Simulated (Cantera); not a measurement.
A closed system holds: 1 mol CuO, 670 mol H2, 2.9 mol N2, equilibrated at 1973.15 K and 1.00 bar.

Method: chemical equilibrium by Gibbs-energy minimisation in Cantera with the NASA 1993 tables (ideal gas, pure condensed phases). Candidate condensed phases: Cu, CuO, Cu(OH)2, Cu2O, H2O; 27 gas species. Equilibrium is a limit: real reactors are often held back by kinetics, nucleation or transport.

Base state: H2 0.991, N2 0.00430, H2O 0.00148, Cu 0.00148, H 0.00134 (mole fractions); condensed: gas only.

Task: What changes in the equilibrium state with this change: CuO replaced by ZrO2?

Result: 
```tsv
species	before	after
H2	0.991	0.994
N2	0.00430	0.00429
H	0.00134	0.00135
Cu	0.00148	0
H2O	0.00148	5.92e-5
ZrN(s), mol	0	0.0199
ZrO2(tetragonal), mol	0	0.980
```
Mutual solubility and eutectic melting of coexisting phases are not modelled. ZrN: taken at fixed stoichiometry. Condensed phases not in the tables: solid solutions among these carbides, nitrides and lower oxides. Further candidate phases: Zr, ZrN, ZrO2.
